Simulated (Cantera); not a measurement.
What does this Cantera script print?

```python
import numpy as np
import cantera as ct

surf = ct.Interface("ptcombust.yaml", "Pt_surf")
gas = surf.adjacent["gas"]
gas.TPX = 723, 100000, {'CO': 0.0084, 'O2': 0.11, 'N2': 0.79, 'H2O': 0.0065}
surf.TP = 723, 100000
reactor = ct.FlowReactor(gas, clone=False)
reactor.area = 0.0001  # m2
reactor.surface_area_to_volume_ratio = 230  # 1/m
reactor.mass_flow_rate = 0.072 * reactor.area * gas.density  # inlet velocity 0.072 m/s
reactor.energy_enabled = False
wall = ct.ReactorSurface(surf, reactor, clone=False)
net = ct.ReactorNet([reactor])
net.rtol, net.atol = 1e-8, 1e-16
show, cover = ['CO', 'O2', 'H2O', 'CO2'], ['PT(S)', 'H(S)', 'O(S)', 'OH(S)', 'CO(S)', 'C(S)']

rows = []
print(f"{'z/m':>9s}{'u/(m/s)':>9s}" + "".join(f"{s:>13s}" for s in show + cover))
for z in [0.00086, 0.0014, 0.0024, 0.004, 0.0067, 0.011, 0.019, 0.031, 0.052, 0.086]:
    net.advance(z)
    rows.append([reactor.speed, *gas[show].X, *surf[cover].coverages])
    print(f"{z:9.4g}{rows[-1][0]:9.3g}" + "".join(f"{x:13.4e}" for x in rows[-1][1:]))
```

Result:

```
      z/m  u/(m/s)           CO           O2          H2O          CO2        PT(S)         H(S)         O(S)        OH(S)        CO(S)         C(S)
  0.00086   0.0718   4.4505e-03   1.1814e-01   7.1215e-03   4.7526e-03   1.7350e-02   8.2486e-10   9.7981e-01   1.8443e-03   9.9686e-04   8.3639e-18
   0.0014   0.0718   3.8533e-03   1.1788e-01   7.1236e-03   5.3526e-03   1.5725e-02   7.1114e-10   9.8181e-01   1.7579e-03   7.0764e-04   5.3703e-18
   0.0024   0.0718   3.0971e-03   1.1754e-01   7.1263e-03   6.1123e-03   1.4216e-02   6.1084e-10   9.8365e-01   1.6733e-03   4.6403e-04   3.1778e-18
    0.004   0.0718   2.3161e-03   1.1720e-01   7.1291e-03   6.8969e-03   1.3049e-02   5.3690e-10   9.8505e-01   1.6046e-03   2.9197e-04   1.8327e-18
   0.0067   0.0717   1.5240e-03   1.1685e-01   7.1319e-03   7.6926e-03   1.2124e-02   4.8063e-10   9.8616e-01   1.5478e-03   1.6565e-04   9.6493e-19
    0.011   0.0717   8.4718e-04   1.1655e-01   7.1343e-03   8.3726e-03   1.1475e-02   4.4248e-10   9.8694e-01   1.5067e-03   8.2428e-05   4.5411e-19
    0.019   0.0717   3.1340e-04   1.1631e-01   7.1362e-03   8.9088e-03   1.1032e-02   4.1707e-10   9.8746e-01   1.4779e-03   2.8172e-05   1.4914e-19
    0.031   0.0717   7.6067e-05   1.1621e-01   7.1371e-03   9.1473e-03   1.0852e-02   4.0685e-10   9.8767e-01   1.4660e-03   6.6143e-06   3.4435e-20
    0.052   0.0717   6.6880e-06   1.1618e-01   7.1373e-03   9.2170e-03   1.0801e-02   4.0398e-10   9.8774e-01   1.4627e-03   5.7605e-07   2.9847e-21
    0.086   0.0717   1.3241e-07   1.1617e-01   7.1374e-03   9.2235e-03   1.0796e-02   4.0371e-10   9.8774e-01   1.4623e-03   1.1394e-08   5.9011e-23
```

Cantera simulation using Deutschmann's 1995 Pt surface mechanism with GRI-Mech 3.0 gas chemistry; the numbers are that mechanism's predictions, not measurements. Catalytic surfaces can have several steady states; this one follows from the mechanism file's or the stated starting coverage. Mass transfer to the wall is taken as infinitely fast.
